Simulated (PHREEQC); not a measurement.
Brine: speciation

A solution holds 4.1 mol K2CO3 and 0.071 mol NaHCO3 per kg of water, at 25 °C. Closed to the air; pH follows from the charge balance.

Computed with PHREEQC (Pitzer model, pitzer.dat).

Each row changes one thing in this solution. Precipitation was switched off in this run.

| case | pH | ionic strength (mol/kgw) | HCO3- (mol/kgw) | CO2 (mol/kgw) | SI of Kalicinite (KHCO3) | SI of Nahcolite (NaHCO3) |
|---|---|---|---|---|---|---|
| as made | 11.98 | 12.4 | 0.0720 | 3.73e-8 | -1.29 | -2.93 |
| K2CO3 from 4.1 to 4.51 mol/kgw | 12.11 | 13.6 | 0.0720 | 2.57e-8 | -1.24 | -2.95 |
| diluted 5-fold with water | 11.41 | 2.47 | 0.0169 | 6.52e-8 | -2.55 | -3.90 |
| diluted 10-fold with water | 11.37 | 1.23 | 0.0101 | 5.07e-8 | -2.98 | -4.29 |
| K2CO3 from 4.1 to 3.69 mol/kgw | 11.86 | 11.1 | 0.0720 | 5.42e-8 | -1.35 | -2.91 |
| NaHCO3 from 0.071 to 0.0355 mol/kgw | 12.27 | 12.3 | 0.0374 | 1.02e-8 | -1.58 | -3.51 |

In brines, pH and single-ion activities rest on the MacInnes convention.
